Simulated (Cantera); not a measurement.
Charge: 1 mol Fe, 1.9 mol NH3, 270 mol N2, 0.87 mol O2, equilibrated at 1575 K and 1 atm.

Method: chemical equilibrium by Gibbs-energy minimisation in Cantera with the NASA 1993 tables (ideal gas, pure condensed phases). Candidate condensed phases: Fe, FeO, Fe(OH)2, Fe(OH)3, Fe2O3, Fe3O4, H2O; 27 gas species. Mutual solubility and eutectic melting of coexisting phases are not modelled. The tables' stoichiometric FeO is somewhat more stable than real wüstite, so its field is too wide. FeO: taken at fixed stoichiometry. The numbers say what is thermodynamically allowed, not how fast it happens.

Base state: N2 0.990, H2 0.00718, H2O 0.00322 (mole fractions); condensed: Fe(γ) + FeO(s).

Problem. What changes in the equilibrium state with this change: pressure from 1 atm to 3.68 Torr?

Solution. 
```tsv
species	before	after
N2	0.990	0.989
H2	0.00718	0.00717
H2O	0.00322	0.00321
Fe	6.74e-7	0.000139
H	3.50e-6	5.03e-5
Fe(γ), mol	0.142	0.102
FeO(s), mol	0.858	0.859
```
